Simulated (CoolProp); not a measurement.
Computed with CoolProp (reference Helmholtz-energy equation of state, Schroeder 2014).

Q: For ethanol, give the phase and the cp (kJ/(kg K)), cv (kJ/(kg K)), speed of sound (m/s), expansivity (1/kK) at 29.55 °C and 0.392 MPa.

A: 
- 29.55 °C and 0.392 MPa: liquid; cp 2.47, cv 2.07, speed of sound 1130, expansivity 1.11
